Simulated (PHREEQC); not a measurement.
Synthetic water in mmol/kgw, 40 °C, pH 6.34:

| constituent | mmol/kgw |
|---|---|
| Na | 115 |
| K | 3.33 |
| Ca | 0.307 |
| Mg | 3.12 |
| Cl | 110 |
| S(6) | 7.22 |
| Alkalinity (meq/kgw) | 0.00224 |
| Br | 0.0158 |

Valence states are taken as typed.

All values are PHREEQC results (Pitzer model, pitzer.dat), not measurements.

Each row changes one thing in this solution. No solid was allowed to form.

| case | HCO3- (mol/kgw) | CO2 (mol/kgw) | HSO4- (mol/kgw) | MgOH+ (mol/kgw) | CO3-2 (mol/kgw) | MgCO3 (mol/kgw) | SI of Gypsum (CaSO4:2H2O) | SI of Halite (NaCl) |
|---|---|---|---|---|---|---|---|---|
| as made | 2.89e-6 | 2.07e-6 | 1.67e-7 | 1.33e-8 | 1.11e-9 | 3.17e-10 | -2.15 | -3.75 |
| pH from 6.34 to 6.04 at the same alkalinity | 3.70e-6 | 5.28e-6 | 3.34e-7 | 6.66e-9 | 7.12e-10 | 2.03e-10 | -2.15 | -3.75 |
| Alkalinity from 0.00224 to 0.00672 mmol/kgw | [?] | 5.27e-6 | 1.67e-7 | 1.33e-8 | 2.83e-9 | [?] | -2.15 | -3.75 |
| pH from 6.34 to 6.84 at the same alkalinity | 2.15e-6 | [?] | 5.30e-8 | 4.20e-8 | 2.61e-9 | 7.47e-10 | -2.15 | -3.75 |
| temperature from 40 to 90 °C at the same typed pH | 1.99e-6 | [?] | 7.14e-7 | 3.54e-7 | 9.73e-10 | 4.47e-10 | [?] | -3.77 |

### Question
What belongs in the gaps?

### Answer

- Alkalinity from 0.00224 to 0.00672 mmol/kgw, HCO3- (mol/kgw): 7.37e-6
- Alkalinity from 0.00224 to 0.00672 mmol/kgw, MgCO3 (mol/kgw): 8.08e-10
- pH from 6.34 to 6.84 at the same alkalinity, CO2 (mol/kgw): 4.87e-7
- temperature from 40 to 90 °C at the same typed pH, CO2 (mol/kgw): 1.57e-6
- temperature from 40 to 90 °C at the same typed pH, SI of Gypsum (CaSO4:2H2O): -2.04

Constants without temperature data keep their 25 °C values here.
